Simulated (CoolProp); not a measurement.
R407C at several states: Z from the reference equation and from simpler models built on Tc = 359.3 K, pc = 4632 kPa, ω = 0.363; each cubic takes its own stable root.

Computed with CoolProp (reference Helmholtz-energy equation of state, Lemmon 2003). It is a pseudo-pure fit of the blend.

| T (K) | p (kPa) | phase | reference | van der Waals | Redlich-Kwong | Soave-Redlich-Kwong | Peng-Robinson |
|---|---|---|---|---|---|---|---|
| 329.8 | 711 | gas | 0.9183 | 0.9410 | 0.9297 | 0.9257 | 0.9194 |
| 437.9 | 2410 | gas | 0.9053 | 0.8987 | 0.8978 | 0.9168 | 0.9021 |
| 356.2 | 16400 | liquid | 0.4690 | 0.6794 | 0.5361 | 0.5343 | 0.4794 |
